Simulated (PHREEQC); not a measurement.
A column of 0.2 m (40 cells, dispersivity 0.016 m, 720 s a shift, diffusion coefficient 3e-10 m²/s) holds 0.01 eq of the database's cation exchanger X per kg of pore water, first in equilibrium with 0.45 mmol/kgw MgCl2, 0.42 mmol/kgw SrCl2 and 0.01 mmol/kgw HCl. It is flushed with 0.0048 mol/kgw MnCl2 and 1e-05 mol/kgw HCl, at 15 °C. Values are for the last cell. The system is closed to CO2. No solid was allowed to form.

Equilibrium calculation in PHREEQC: ion-association model, phreeqc.dat.

```csv
pore volumes,Mn in solution (mol/kgw),Mg in solution (mol/kgw),Sr in solution (mol/kgw),Cl in solution (mol/kgw),SrX2 on the exchanger (mol/kgw),MgX2 on the exchanger (mol/kgw)
0,0,0.000450,0.000420,0.00175,0.00331,0.00169
0.3125,0,0.000453,0.000422,0.00176,0.00331,0.00169
0.6125,4.56e-7,0.000727,0.000679,0.00282,0.00331,0.00169
0.9125,0.000152,0.00131,0.00130,0.00553,0.00327,0.00156
1.062,0.000460,0.00139,0.00152,0.00675,0.00319,0.00139
1.363,0.00138,0.00119,0.00161,0.00836,0.00291,0.00102
1.663,0.00226,0.000853,0.00144,0.00911,0.00256,0.000723
1.962,0.00292,0.000577,0.00120,0.00942,0.00220,0.000503
2.263,0.00340,0.000381,0.000980,0.00954,0.00187,0.000346
2.413,0.00359,0.000309,0.000880,0.00957,0.00171,0.000287
2.712,0.00388,0.000202,0.000706,0.00959,0.00143,0.000195
3.013,0.00410,0.000132,0.000564,0.00960,0.00118,0.000132
3.312,0.00426,8.60e-5,0.000449,0.00961,0.000967,8.83e-5
3.612,0.00439,5.60e-5,0.000356,0.00961,0.000786,5.89e-5
3.913,0.00448,3.64e-5,0.000282,0.00961,0.000634,3.90e-5
4.213,0.00455,2.36e-5,0.000222,0.00961,0.000508,2.57e-5
4.362,0.00458,1.90e-5,0.000197,0.00961,0.000453,2.08e-5
4.662,0.00463,1.23e-5,0.000154,0.00961,0.000359,1.36e-5
4.963,0.00467,7.94e-6,0.000121,0.00961,0.000283,8.88e-6
```
